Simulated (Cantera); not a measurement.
A Cantera script and its output.

```python
import numpy as np
import cantera as ct

gas = ct.Solution("gri30.yaml")
gas.TPX = 1075, 1000000, {'CH4': 1, 'O2': 1.43, 'N2': 5.37, 'CO2': 0.16}
reactor = ct.IdealGasReactor(gas, energy="on", clone=False)
net = ct.ReactorNet([reactor])
net.rtol, net.atol = 1e-08, 1e-16
show = ['CH4', 'O2', 'CO2', 'O', 'CH3']
times = np.geomspace(4e-06, 0.3, 13)

steps = ct.SolutionArray(gas, extra=["t"])
rows = []
print(f"{'t/s':>10s}{'T/K':>9s}{'P/Pa':>11s}" + "".join(f"{s:>11s}" for s in show))
for t in times:
    while net.time < t:
        t_next = net.step()
        steps.append(gas.state, t=t_next)
    rows.append([np.interp(t, steps.t, y) for y in (steps.T, steps.P, *steps(*show).X.T)])
    print(f"{t:10.3e}{rows[-1][0]:9.1f}{rows[-1][1]:11.4g}" + "".join(f"{x:11.3e}" for x in rows[-1][2:]))
rate = np.gradient(steps.T, steps.t)
print("integrator steps:", len(steps.t))
if steps.T.max() > steps.T[0] + 200:
    print(f"time of steepest temperature rise: {steps.t[rate.argmax()]:.4e} s")
gas.TPX = 1075, 1000000, {'CH4': 1, 'O2': 1.43, 'N2': 5.37, 'CO2': 0.16}
gas.equilibrate("UV")
print(f"equilibrium (UV): T = {gas.T:.1f} K  " + "  ".join(f"{s} {gas[s].X[0]:.3e}" for s in show))
```

Output:

```
       t/s      T/K       P/Pa        CH4         O2        CO2          O        CH3
 4.000e-06   1075.0      1e+06  1.256e-01  1.796e-01  2.010e-02  1.624e-13  2.959e-09
 1.019e-05   1075.0      1e+06  1.256e-01  1.796e-01  2.010e-02  4.175e-13  7.611e-09
 2.598e-05   1075.0      1e+06  1.256e-01  1.796e-01  2.010e-02  1.095e-12  1.986e-08
 6.620e-05   1075.0      1e+06  1.256e-01  1.796e-01  2.010e-02  3.004e-12  5.380e-08
 1.687e-04   1075.0      1e+06  1.256e-01  1.796e-01  2.010e-02  9.175e-12  1.596e-07
 4.299e-04   1075.0      1e+06  1.256e-01  1.796e-01  2.010e-02  3.234e-11  5.348e-07
 1.095e-03   1075.0      1e+06  1.256e-01  1.796e-01  2.010e-02  7.835e-11  1.233e-06
 2.792e-03   1075.2      1e+06  1.256e-01  1.796e-01  2.010e-02  1.011e-10  1.500e-06
 7.114e-03   1075.7  1.001e+06  1.255e-01  1.796e-01  2.010e-02  1.583e-10  1.989e-06
 1.813e-02   1080.0  1.005e+06  1.249e-01  1.791e-01  2.010e-02  6.028e-10  4.084e-06
 4.620e-02   2850.1  2.857e+06  3.912e-11  3.569e-04  4.732e-02  2.343e-04  5.388e-11
 1.177e-01   2850.1  2.857e+06  3.912e-11  3.569e-04  4.732e-02  2.343e-04  5.388e-11
 3.000e-01   2850.1  2.857e+06  3.912e-11  3.569e-04  4.732e-02  2.343e-04  5.388e-11
integrator steps: 2421
time of steepest temperature rise: 2.9063e-02 s
equilibrium (UV): T = 2850.1 K  CH4 4.444e-11  O2 3.569e-04  CO2 4.732e-02  O 2.343e-04  CH3 6.121e-11
```

Cantera simulation using GRI-Mech 3.0 (53 species, 325 reactions); the numbers are that mechanism's predictions, not measurements.
